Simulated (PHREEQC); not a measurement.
Solution (30 °C): 4 mol/kgw MgCl2, 0.097 mol/kgw Na2B4O7 and 0.00075 mol/kgw H4SiO4. Closed to the air; pH follows from the charge balance.

The numbers come from PHREEQC with the Pitzer model, pitzer.dat.

No solid was allowed to form.

Problem. What pH, density does the model give?

Solution. pH 5.82; density 1.263 g/cm³.

Problem. In which forms is Si present?

Solution. H4SiO4 97 %, H3SiO4- 3.1 % of the Si.

Saturation is exceeded, for instance for SiO2(a); the values hold only as long as no solid forms. In brines, pH and single-ion activities rest on the MacInnes convention.
